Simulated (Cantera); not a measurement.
A closed system holds: 1 mol SiH₄, 0.23 mol N₂, equilibrated at 1698.15 K and 3.80 mbar.

Equilibrium computed with Cantera from the NASA thermochemical tables; the gas is ideal and each condensed phase is pure. Candidate condensed phases: Si, Si₃N₄; 18 gas species. Gases not in the tables: Si₂H₆ and higher silanes. The numbers say what is thermodynamically allowed, not how fast it happens.

Base state: H₂ 0.895, N₂ 0.103, H 0.00222, Si 0.000173, SiH 1.57e-5, SiH₂ 1.25e-5 (mole fractions); condensed: Si(l).

**Question.** What changes in the equilibrium state with this change: temperature from 1698.15 K to 1900 K?

**Answer.** 
| species | before | after |
|---|---|---|
| H₂ | 0.895 | 0.882 |
| N₂ | 0.103 | 0.102 |
| H | 0.00222 | 0.0121 |
| Si | 0.000173 | 0.00332 |
| Si₂ | 7.55e-7 | 2.67e-5 |
| SiH | 1.57e-5 | 0.000167 |
| Si(l), mol | 1.000 | 0.992 |
The tables' values for SiN are old estimates; treat these amounts as uncertain.
